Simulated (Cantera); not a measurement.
What does this Cantera script print?

```python
import numpy as np
import cantera as ct

gas_names = """
    C CO CO2 C2 C2O C3 C3O2 C4 C5 O O2 O3 Ti TiO TiO2
""".split()
cond_names = """
    C(gr) Ti(a) Ti(b) Ti(L) TiC(s) TiC(L) TiO(a) TiO(b) TiO(L) TiO2(ru) TiO2(L) Ti2O3(a) Ti2O3(b)
    Ti2O3(L) Ti3O5(a) Ti3O5(b) Ti3O5(L) Ti4O7(s) Ti4O7(L)
""".split()


def load(file, names, dense=False):
    # The tables refer to 1 bar. Condensed volumes are neglected.
    table = {s.name: s for s in ct.Species.list_from_file(file)}
    out = []
    for n in names:
        d = dict(table[n].input_data)
        d["thermo"] = dict(d["thermo"], **{"reference-pressure": 1e5})
        if dense:
            d["equation-of-state"] = {"model": "constant-volume", "density": "1e6 g/cm^3"}
        out.append(ct.Species.from_dict(d))
    return out


gas = ct.Solution(thermo="ideal-gas", species=load("nasa_gas.yaml", gas_names))
cond = {s.name: ct.Solution(thermo="fixed-stoichiometry", species=[s], name=s.name)
        for s in load("nasa_condensed.yaml", cond_names, dense=True)}
atoms = {
    'TiO2': {'Ti': 1, 'O': 2},
    'C': {'C': 1},
    'CO': {'C': 1, 'O': 1},
}
top_T = {'C(gr)': 4500}  # K; cautious upper limits of use, not melting points


def equilibrate(T, P, feed):
    n = {}
    for name, mol in feed.items():
        for a, k in atoms[name].items():
            n[a] = n.get(a, 0.0) + k * mol
    gas.TPX = T, P, n
    mass = sum(n.values()) * gas.mean_molecular_weight
    gas.equilibrate("TP")
    valid = [c for c in cond.values() if c.min_temp <= T <= top_T.get(c.name, c.max_temp)]
    mix = ct.Mixture([(gas, mass / gas.mean_molecular_weight)] + [(c, 0.0) for c in valid])
    mix.T, mix.P = T, P
    mix.equilibrate("TP", solver="gibbs", rtol=1e-10, max_steps=50000)
    return mix


results = []
feed = {'TiO2': 1, 'C': 5.2, 'CO': 0.025}  # mol
P = 230000  # Pa
for T in [1498, 1598, 1698, 1798, 1898, 1998, 2098, 2198, 2298, 2398, 2498]:
    mix = equilibrate(T, P, feed)
    results.append((T, P, feed, dict(zip(mix.species_names, mix.species_moles))))

top = {s: max(r[3][s] / sum(r[3][g] for g in gas_names) for r in results) for s in gas_names}
cols = sorted((s for s in top if top[s] > 1e-06), key=lambda s: -top[s])[:9]
seen = [c for c in cond_names if any(r[3].get(c, 0) > 1e-12 for r in results)]
print("log10 of partial pressures in bar; condensed amounts in mol")
print(f"{'T/K':>10s}" + "".join(f"{s[:9]:>10s}" for s in cols + seen))
for T, P, feed, n in results:
    ng = sum(n[g] for g in gas_names)
    print(f"{T:10.4g}" + "".join(f"{np.log10(max(n[s] / ng * P / 1e5, 1e-99)):10.3f}" for s in cols)
          + "".join(f"{n.get(c, 0):10.4g}" for c in seen))
```

Output:

```
log10 of partial pressures in bar; condensed amounts in mol
       T/K        CO       CO2     C(gr)    TiC(s)  Ti3O5(b)
      1498     0.361    -2.448     4.867         0    0.3333
      1598     0.361    -2.807     4.867         0    0.3333
      1698     0.362    -3.121     2.201         1         0
      1798     0.362    -3.399       2.2         1         0
      1898     0.362    -3.645       2.2         1         0
      1998     0.362    -3.865       2.2         1         0
      2098     0.362    -4.062       2.2         1         0
      2198     0.362    -4.240       2.2         1         0
      2298     0.362    -4.401       2.2         1         0
      2398     0.362    -4.547       2.2         1         0
      2498     0.362    -4.681       2.2         1         0
```

Method: chemical equilibrium by Gibbs-energy minimisation in Cantera with the NASA 1993 tables (ideal gas, pure condensed phases). TiC: taken at fixed stoichiometry.
